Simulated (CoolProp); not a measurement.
A single-stage vapour-compression cycle with C2F6 (R116): evaporating at 236.15 K (dew point), condensing at 257.15 K (bubble point), superheat 8 K, subcooling 8 K, compressor efficiency 0.65, no pressure losses. Each further row changes one setting.

Computed with CoolProp (reference Helmholtz-energy equation of state, Lemmon 2006). It is a short technical equation, of lower accuracy than the large ones.

| case | cooling COP | pressure ratio | discharge temperature (K) | refrigerating effect (kJ/kg) | volumetric capacity (kJ/m³) |
|---|---|---|---|---|---|
| as stated | … | 1.96 | 269.4 | 87.5 | 4150 |
| evaporating temperature 241.15 K | 9.25 | 1.65 | … | 89.8 | … |
| condensing temperature 252.15 K | 9.15 | 1.69 | 263.6 | 93.1 | 4410 |
| subcooling 13 K | 7.14 | 1.96 | 269.4 | 93.1 | 4410 |
| superheat 18 K | 6.81 | 1.96 | 279.3 | … | 4230 |
| compressor efficiency 0.55 | … | 1.96 | 272.1 | 87.5 | 4150 |

### Question
Fill in the missing entries.

### Answer

- as stated, cooling COP: 6.71
- evaporating temperature 241.15 K, discharge temperature (K): 268.3
- evaporating temperature 241.15 K, volumetric capacity (kJ/m³): 5060
- superheat 18 K, refrigerating effect (kJ/kg): 95.1
- compressor efficiency 0.55, cooling COP: 5.68
